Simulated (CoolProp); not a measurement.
Values from CoolProp's reference Helmholtz-energy equation of state, Guder 2009.

Task: Give the vapour pressure (MPa), vapour density (kg/m³), liquid cp (kJ/(kg K)) of saturated sulfur hexafluoride at -14.95 °C.

Result: 
```csv
T (°C),p (MPa),vapour density (kg/m³),liquid cp (kJ/(kg K))
-14.95,0.809,66.2,0.960
```
